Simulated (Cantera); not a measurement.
Charge: 1 mol CaCO3, 6.2 mol CO2, held at 60.0 mbar.

Equilibrium computed with Cantera from the NASA thermochemical tables; the gas is ideal and each condensed phase is pure. Candidate condensed phases: C, Ca, CaCO3, CaO; 15 gas species. The numbers say what is thermodynamically allowed, not how fast it happens.

Task: At 1502 °C, list the 4 most abundant gas species with their mole fractions, and the condensed phases.

Result: CO2 0.986, CO 0.00934, O2 0.00465, O 2.67e-5. Condensed: CaO(s).
